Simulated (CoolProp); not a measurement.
Vapour-liquid equilibrium of CHF3 (R23) (1) + R134a (2) at 175.8 K; x and y are mole fractions of (1).

Computed with CoolProp (multi-fluid Helmholtz-energy mixture model, Penoncello 2003 and Tillner-Roth 1994; pair parameters Bell 2016).

```tsv
x	bubble pressure (MPa)	y at the bubble point	dew pressure at overall composition x (MPa)	liquid density (mol/L)
0.05	0.002570	0.726	0.0007775	15.68
0.2	0.007956	0.925	0.0009200	16.43
0.35	0.01336	0.963	0.001126	17.24
0.5	0.01890	0.980	0.001452	18.11
0.65	0.02460	0.989	0.002042	19.04
0.8	0.03041	0.995	0.003439	20.03
0.95	0.03623	0.999	0.01084	21.09
```

No azeotrope shows between x = 0.05 and 0.95.

The pair parameters rest on a limited set of measurements; away from them the model extrapolates.
